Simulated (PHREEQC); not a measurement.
HCl is added in steps, without added water, to 1 kg of water holding 6.4 mmol/kgw ZnCl2 and 0.045 mmol/kgw Na2SO4, at 25 °C. Oxygen alone is held at its pressure in air (log pO2 = -0.68). CO2 from the air is kept out. Solids allowed: Zn(OH)2-e, Zn4(OH)6SO4, Zn5(OH)8Cl2, Halite, Mirabilite, Goslarite. Others were left out.

Base run: PHREEQC, ion-association model, wateq4f.dat. Each further column changes one thing. The table gives HSO4- (mol/kgw).

```
HCl added (mol)     base  ZnCl2 from 0.0064 to 0.00704 mol/kgw  temperature from 25 to 85 °C  diluted 100-fold with water  no solid may form
---------------  -------  ------------------------------------  ----------------------------  ---------------------------  -----------------
0                4.54e-9                               4.60e-9                       1.04e-7                     1.17e-11            4.54e-9
0.002925         4.51e-6                               4.37e-6                       1.46e-5                      8.19e-8            4.51e-6
0.00585          8.16e-6                               7.92e-6                       2.21e-5                      1.31e-7            8.16e-6
0.008775         1.12e-5                               1.09e-5                       2.66e-5                      1.66e-7            1.12e-5
0.0117           1.37e-5                               1.34e-5                       2.96e-5                      1.92e-7            1.37e-5
0.01463          1.58e-5                               1.55e-5                       3.18e-5                      2.12e-7            1.58e-5
0.01755          1.76e-5                               1.73e-5                       3.34e-5                      2.29e-7            1.76e-5
0.02145          1.97e-5                               1.94e-5                       3.50e-5                      2.47e-7            1.97e-5
0.02438          2.11e-5                               2.07e-5                       3.59e-5                      2.58e-7            2.11e-5
0.0273           2.23e-5                               2.20e-5                       3.67e-5                      2.68e-7            2.23e-5
0.03022          2.33e-5                               2.30e-5                       3.73e-5                      2.76e-7            2.33e-5
0.03315          2.43e-5                               2.40e-5                       3.79e-5                      2.84e-7            2.43e-5
0.03608          2.52e-5                               2.49e-5                       3.83e-5                      2.90e-7            2.52e-5
0.039            2.60e-5                               2.57e-5                       3.87e-5                      2.96e-7            2.60e-5
```

 Away from 25 °C the constants follow the database's enthalpies or fits; those with neither stay at their 25 °C values.
